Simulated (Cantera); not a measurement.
Predominance diagram of Ta at 1050 K against the partial pressures of O₂ and CO (log10, bar). Cantera with NASA thermochemical tables; ideal gases at 1 bar, condensed phases pure. Candidates: Ta(s), TaC(s), Ta₂O₅(s). Only these pure phases compete in this equilibrium. TaC: taken at fixed stoichiometry. Not in the tables: Ta₂C.

```
log p(CO) \ log p(O₂)
        columns: -28, -26.8, -25.6, -24.3, -23.1, -21.9, -20.7, -19.5, -18.3, -17, -15.8, -14.6, -13.4, -12.2, -11, -9.7, -8.5, -7.3, -6.1, -4.9, -3.7, -2.4, -1.2, 0
      0  A A A A A A A B B A A A A A A A A A A A A A A A
   -1.8  A A A A B B B B B B B B A A A A A A A A A A A A
   -3.5  A C B B B B B B B B B B B B B A A A A A A A A A
   -5.3  C B B B B B B B B B B B B B B B B B A A A A A A
   -7.1  B B B B B B B B B B B B B B B B B B B B B A A A
   -8.8  B B B B B B B B B B B B B B B B B B B B B B B B
  -10.6  B B B B B B B B B B B B B B B B B B B B B B B B
  -12.4  B B B B B B B B B B B B B B B B B B B B B B B B
  -14.2  B B B B B B B B B B B B B B B B B B B B B B B B
  -15.9  B B B B B B B B B B B B B B B B B B B B B B B B
  -17.7  B B B B B B B B B B B B B B B B B B B B B B B B
  -19.5  B B B B B B B B B B B B B B B B B B B B B B B B
  -21.2  B B B B B B B B B B B B B B B B B B B B B B B B
    -23  B B B B B B B B B B B B B B B B B B B B B B B B
```

A: out of reach (another gas would pass 10 bar, or a non-metal would condense); B: Ta₂O₅(s); C: TaC(s).
